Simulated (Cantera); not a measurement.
What does this Cantera script print?

```python
import numpy as np
import cantera as ct

gas_names = [...]  # 115 gases of nasa_gas.yaml made of C, Ca, H, O
cond_names = """
    C(gr) C6H6(L) C7H8(L) C8H18(L),n-octa Ca(a) Ca(b) Ca(L) CaCO3(caL) CaO(s) CaO(L) CaO2H2(s) H2O(s)
    H2O(L)
""".split()


# ... load() reads the species with a 1 bar reference pressure and builds the phases ...
atoms = {
    'CaCO3': {'Ca': 1, 'C': 1, 'O': 3},
    'CO2': {'C': 1, 'O': 2},
    'O2': {'O': 2},
    'H2': {'H': 2},
}
top_T = {'C(gr)': 4500}  # K; cautious upper limits of use, not melting points


# ... equilibrate(T, P, feed) seeds the gas with the atoms and calls Mixture.equilibrate('TP', solver="vcs", rtol=1e-11, max_steps=5000) ...
results = []
T = 1625  # K
P = 1333.22  # Pa
for m in [0.052, 0.073, 0.1, 0.14, 0.2, 0.28, 0.4, 0.55, 0.78, 1.1, 1.5, 2.1]:
    feed = {'CaCO3': 1, 'CO2': 0.63, 'O2': 0.21, 'H2': m}  # mol
    mix = equilibrate(T, P, feed)
    results.append((T, P, feed, dict(zip(mix.species_names, mix.species_moles))))

top = {s: max(r[3][s] / sum(r[3][g] for g in gas_names) for r in results) for s in gas_names}
cols = sorted((s for s in top if top[s] > 1e-05), key=lambda s: -top[s])[:6]
seen = [c for c in cond_names if any(r[3].get(c, 0) > 1e-12 for r in results)]
print("log10 of partial pressures in bar; condensed amounts in mol")
print(f"{'n(H2)':>10s}" + "".join(f"{s[:9]:>10s}" for s in cols + seen))
for T, P, feed, n in results:
    ng = sum(n[g] for g in gas_names)
    print(f"{feed['H2']:10.4g}" + "".join(f"{np.log10(max(n[s] / ng * P / 1e5, 1e-99)):10.3f}" for s in cols)
          + "".join(f"{n.get(c, 0):10.4g}" for c in seen))
```

Result:

```
log10 of partial pressures in bar; condensed amounts in mol
     n(H2)       CO2       H2O        CO        H2        O2        OH    CaO(s)
     0.052    -1.934    -3.432    -5.054    -7.045    -2.880    -5.437         1
     0.073    -1.937    -3.287    -5.042    -6.886    -2.908    -5.372         1
       0.1    -1.940    -3.153    -5.027    -6.733    -2.946    -5.314         1
      0.14    -1.945    -3.012    -5.000    -6.560    -3.009    -5.259         1
       0.2    -1.951    -2.863    -4.951    -6.356    -3.119    -5.212         1
      0.28    -1.960    -2.726    -4.859    -6.117    -3.322    -5.194         1
       0.4    -1.974    -2.584    -4.490    -5.592    -4.089    -5.315         1
      0.55    -2.034    -2.484    -3.146    -4.089    -6.894    -5.966         1
      0.78    -2.135    -2.396    -2.771    -3.525    -7.847    -6.161         1
       1.1    -2.271    -2.333    -2.586    -3.141    -8.489    -6.290         1
       1.5    -2.428    -2.301    -2.493    -2.858    -8.990    -6.399         1
       2.1    -2.638    -2.299    -2.453    -2.606    -9.490    -6.523         1
```

Method: chemical equilibrium by Gibbs-energy minimisation in Cantera with the NASA 1993 tables (ideal gas, pure condensed phases).
